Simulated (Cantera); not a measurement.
A closed system holds: 1 mol CS2, 0.31 mol H2O, 4.5 mol N2, equilibrated at 5.00 mbar.

Method: chemical equilibrium by Gibbs-energy minimisation in Cantera with the NASA 1993 tables (ideal gas, pure condensed phases). Candidate condensed phases: C, C6H6, C7H8, C8H18, H2O, H2SO4, S; 150 gas species. Kinetics and transport are ignored.

Task: At 2000 K, list the 7 most abundant gas species with their mole fractions, and the condensed phases.

Result: N2 0.706, S2 0.0718, CS 0.0621, CO 0.0486, CS2 0.0458, H2 0.0436, S 0.0121. Condensed: gas only.
